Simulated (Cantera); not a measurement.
A Cantera script and what it prints.

```python
import numpy as np
import cantera as ct

gas_names = """
    Br Br2 H HBr HO2 H2 H2O H2O2 O OH O2 O3
""".split()
cond_names = """
    Br2(cr) Br2(L) H2O(s) H2O(L)
""".split()


# ... load() reads the species with a 1 bar reference pressure and builds the phases ...
atoms = {
    'HBr': {'H': 1, 'Br': 1},
    'O2': {'O': 2},
}
top_T = {}  # K; cautious upper limits of use, not melting points


# ... equilibrate(T, P, feed) seeds the gas with the atoms and calls Mixture.equilibrate('TP', solver="vcs", rtol=1e-11, max_steps=5000) ...
results = []
T = 3048  # K
P = 101325  # Pa
for m in [0.09, 0.2, 0.31, 0.42, 0.53, 0.64, 0.74, 0.85, 0.96, 1.1, 1.2, 1.3]:
    feed = {'HBr': 1, 'O2': m}  # mol
    mix = equilibrate(T, P, feed)
    results.append((T, P, feed, dict(zip(mix.species_names, mix.species_moles))))
    x = sorted(zip(gas.X, gas.species_names), reverse=True)
    print(f"T = {T:g} K  P = {P:g} Pa  n(O2) = {m:g} mol  gas = {mix.phase_moles(0):.4g} mol")
    print("   x: " + "  ".join(f"{s} {v:.3e}" for v, s in x if v > 1e-06))
    print("   condensed (mol): " + ("  ".join(f"{mix.phase(i).name} {mix.phase_moles(i):.4g}"
          for i in range(1, mix.n_phases) if mix.phase_moles(i) > 1e-12) or "none"))
```

It prints:

```
T = 3048 K  P = 101325 Pa  n(O2) = 0.09 mol  gas = 1.441 mol
   x: Br 5.163e-01  HBr 1.763e-01  H2 1.205e-01  H2O 9.807e-02  H 6.297e-02  OH 1.765e-02  O 5.617e-03  O2 1.803e-03  Br2 7.907e-04  HO2 1.298e-06
   condensed (mol): none
T = 3048 K  P = 101325 Pa  n(O2) = 0.2 mol  gas = 1.527 mol
   x: Br 5.268e-01  H2O 1.618e-01  HBr 1.265e-01  H2 5.963e-02  H 4.429e-02  OH 4.138e-02  O2 2.005e-02  O 1.873e-02  Br2 8.233e-04  HO2 1.015e-05
   condensed (mol): none
T = 3048 K  P = 101325 Pa  n(O2) = 0.31 mol  gas = 1.642 mol
   x: Br 5.104e-01  H2O 1.731e-01  HBr 9.709e-02  O2 5.832e-02  OH 5.590e-02  H2 3.741e-02  H 3.508e-02  O 3.194e-02  Br2 7.728e-04  HO2 2.338e-05
   condensed (mol): none
T = 3048 K  P = 101325 Pa  n(O2) = 0.42 mol  gas = 1.763 mol
   x: Br 4.861e-01  H2O 1.691e-01  O2 1.009e-01  HBr 7.970e-02  OH 6.338e-02  O 4.202e-02  H 3.023e-02  H2 2.779e-02  Br2 7.009e-04  HO2 3.487e-05  H2O2 1.028e-06
   condensed (mol): none
T = 3048 K  P = 101325 Pa  n(O2) = 0.53 mol  gas = 1.885 mol
   x: Br 4.613e-01  H2O 1.616e-01  O2 1.417e-01  HBr 6.791e-02  OH 6.744e-02  O 4.979e-02  H 2.715e-02  H2 2.240e-02  Br2 6.313e-04  HO2 4.396e-05  H2O2 1.164e-06
   condensed (mol): none
T = 3048 K  P = 101325 Pa  n(O2) = 0.64 mol  gas = 2.007 mol
   x: Br 4.380e-01  O2 1.794e-01  H2O 1.533e-01  OH 6.968e-02  HBr 5.921e-02  O 5.602e-02  H 2.493e-02  H2 1.890e-02  Br2 5.690e-04  HO2 5.110e-05  H2O2 1.242e-06
   condensed (mol): none
T = 3048 K  P = 101325 Pa  n(O2) = 0.74 mol  gas = 2.117 mol
   x: Br 4.183e-01  O2 2.107e-01  H2O 1.460e-01  OH 7.078e-02  O 6.072e-02  HBr 5.300e-02  H 2.336e-02  H2 1.660e-02  Br2 5.190e-04  HO2 5.626e-05  H2O2 1.282e-06
   condensed (mol): none
T = 3048 K  P = 101325 Pa  n(O2) = 0.85 mol  gas = 2.238 mol
   x: Br 3.984e-01  O2 2.423e-01  H2O 1.383e-01  OH 7.134e-02  O 6.511e-02  HBr 4.745e-02  H 2.196e-02  H2 1.467e-02  Br2 4.707e-04  HO2 6.081e-05  H2O2 1.302e-06
   condensed (mol): none
T = 3048 K  P = 101325 Pa  n(O2) = 0.96 mol  gas = 2.359 mol
   x: Br 3.801e-01  O2 2.711e-01  H2O 1.312e-01  OH 7.146e-02  O 6.887e-02  HBr 4.287e-02  H 2.080e-02  H2 1.315e-02  Br2 4.286e-04  HO2 6.442e-05  H2O2 1.306e-06
   condensed (mol): none
T = 3048 K  P = 101325 Pa  n(O2) = 1.1 mol  gas = 2.513 mol
   x: Br 3.591e-01  O2 3.042e-01  H2O 1.229e-01  O 7.295e-02  OH 7.119e-02  HBr 3.809e-02  H 1.956e-02  H2 1.163e-02  Br2 3.825e-04  HO2 6.798e-05  H2O2 1.296e-06
   condensed (mol): none
T = 3048 K  P = 101325 Pa  n(O2) = 1.2 mol  gas = 2.622 mol
   x: Br 3.454e-01  O2 3.256e-01  H2O 1.175e-01  O 7.548e-02  OH 7.080e-02  HBr 3.521e-02  H 1.880e-02  H2 1.075e-02  Br2 3.539e-04  HO2 6.996e-05  H2O2 1.282e-06
   condensed (mol): none
T = 3048 K  P = 101325 Pa  n(O2) = 1.3 mol  gas = 2.732 mol
   x: O2 3.456e-01  Br 3.327e-01  H2O 1.125e-01  O 7.775e-02  OH 7.031e-02  HBr 3.270e-02  H 1.812e-02  H2 9.985e-03  Br2 3.284e-04  HO2 7.156e-05  H2O2 1.264e-06
   condensed (mol): none
```

Equilibrium computed with Cantera from the NASA thermochemical tables; the gas is ideal and each condensed phase is pure.
